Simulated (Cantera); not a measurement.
Input: 1 mol Pb, 11 mol CO, 13 mol H₂, 0.44 mol CO₂, equilibrated at 0.0133 bar.

Cantera equilibrium calculation (NASA polynomials, part measured and part estimated; ideal gas, pure solids and liquids). Candidate condensed phases: C, C₆H₆, C₇H₈, C₈H₁₈, H₂O, Pb, PbO, PbO₂, Pb₃O₄; 113 gas species. Kinetics and transport are ignored.

Which condensed phases are stable at each of these points (T (K)): 798, 948, 1098, 1248, 1398, 1548, 1698, 1848, 1998?


```csv
T (K),condensed phases,Pb condensed (%)
798,C(graphite) + Pb(l),100.0
948,Pb(l),99.1
1098,Pb(l),78.4
1248,gas only,0.0
1398,gas only,0.0
1548,gas only,0.0
1698,gas only,0.0
1848,gas only,0.0
1998,gas only,0.0
```

At 798 K the condensed part is C(graphite) + Pb(l). From 948 K to 1098 K the condensed part is Pb(l). From 1248 K to 1998 K nothing is condensed.
